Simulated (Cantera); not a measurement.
A closed system holds: 1 mol V2O3, 900 mol H2, equilibrated at 1700 Pa.

Cantera equilibrium calculation (NASA polynomials, part measured and part estimated; ideal gas, pure solids and liquids). Candidate condensed phases: H2O, V, VO, V2O3, V2O4, V2O5; 12 gas species. VO: taken at fixed stoichiometry. The numbers say what is thermodynamically allowed, not how fast it happens.

Task: At 2148 K, list the 6 most abundant gas species with their mole fractions, and the condensed phases.

Result: H2 0.966, H 0.0314, H2O 0.00135, VO 0.000840, V 0.000442, VO2 0.000176. Condensed: VO(l).
